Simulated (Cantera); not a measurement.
Feed: 1 mol TEOS, 29 mol H2O, 5.3 mol H2, equilibrated at 1273 K and 62.3 Torr.

Method: chemical equilibrium by Gibbs-energy minimisation in Cantera with the NASA 1993 tables (ideal gas, pure condensed phases). Candidate condensed phases: C, C6H6, C7H8, C8H18, H2O, Si, SiC, SiO2; 123 gas species. The feed counts by its element totals alone. The tables hold silica as quartz up to 1696 K and as liquid above; real silica turns to tridymite and cristobalite and melts near 1996 K. Gases not in the tables: Si(OH)4. Kinetics and transport are ignored.

Base state: H2 0.459, H2O 0.388, CO 0.101, CO2 0.0517 (mole fractions); condensed: SiO2(β-quartz).

What changes in the equilibrium state with this change: H2O from 29 to 0.85 mol?


| species | before | after |
|---|---|---|
| H2 | 0.459 | 0.849 |
| CO | 0.101 | 0.150 |
| CH4 | 1.94e-8 | 0.000562 |
| H2O | 0.388 | 0.000126 |
| CO2 | 0.0517 | 1.34e-5 |
| SiO2(β-quartz), mol | 1.00 | 1.000 |
| C(graphite), mol | 0 | 5.14 |

What changes in the equilibrium state with this change: H2O from 29 to 0.52 mol?


```json
[
 {"species": "H2", "before": "0.459", "after": "0.862"},
 {"species": "CO", "before": "0.101", "after": "0.137"},
 {"species": "CH4", "before": "1.94e-8", "after": "0.000579"},
 {"species": "H2O", "before": "0.388", "after": "0.000117"},
 {"species": "CO2", "before": "0.0517", "after": "1.13e-5"},
 {"species": "SiO2(β-quartz), mol", "before": "1.00", "after": "1.000"},
 {"species": "C(graphite), mol", "before": "0", "after": "5.47"}
]
```
